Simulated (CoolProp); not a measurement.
A closed Brayton cycle with carbon dioxide: compressor inlet 332.15 K and 8.9 MPa, high pressure 18.8 MPa, turbine inlet 790 K, compressor efficiency 0.8, turbine efficiency 0.93, recuperator effectiveness 0.8 (on enthalpy, no pinch check). Each further row changes one setting.

Computed with CoolProp (reference Helmholtz-energy equation of state, Span 1996).

```
case                           thermal efficiency (%)  net work (kJ/kg)  compressor to turbine work  compressor exit (K)  turbine exit (K)
-----------------------------  ----------------------  ----------------  --------------------------  -------------------  ----------------
as stated                                        25.1              57.9                        0.41                396.6             699.4
turbine inlet 740 K                              23.9              50.8                        0.44                396.6             652.8
compressor inlet 342.15 K                        24.2              53.1                        0.46                411.1             699.4
high pressure 16 MPa                                ?              47.5                        0.39                    ?                 ?
recuperator effectiveness 0.5                    17.2              57.9                        0.41                396.6             699.4
```

Q: Fill in the missing entries.

A: 
- high pressure 16 MPa, thermal efficiency (%): 22.7
- high pressure 16 MPa, compressor exit (K): 382.3
- high pressure 16 MPa, turbine exit (K): 718.5
